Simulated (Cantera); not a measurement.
An adiabatic, constant-pressure homogeneous reactor starts with 44.7 % H2, 11.2 % O2, 42.0 % N2, 2.19 % H2O, equivalence ratio 2.0, at 975 K and 2.90 bar.

Computed with Cantera and the H2/O2 subset of GRI-Mech 3.0, which has no nitrogen chemistry. The hydrogen kinetics of GRI-Mech 3.0 are dated; newer H2 mechanisms differ, most at raised pressure.

Predict: time of steepest temperature rise; temperature at 1.00 s; equilibrium temperature; x(H2) at 1.00 s; x(O2) at 1.00 s; x(H2O) at 1.00 s; x(H2O2) at 1.00 s; x(O) at 1.00 s.


```
Quantity                                                             Value
---------------------------------  ---------------------------------------
time of steepest temperature rise                                  20.3 ms
temperature at 1.00 s                                               2526 K
equilibrium temperature                                             2526 K
x(H2) at 1.00 s                        0.247 (gas-phase equilibrium 0.247)
x(O2) at 1.00 s                    1.93e-5 (gas-phase equilibrium 1.93e-5)
x(H2O) at 1.00 s                       0.273 (gas-phase equilibrium 0.273)
x(H2O2) at 1.00 s                  1.52e-8 (gas-phase equilibrium 1.52e-8)
x(O) at 1.00 s                     4.26e-5 (gas-phase equilibrium 4.26e-5)
```
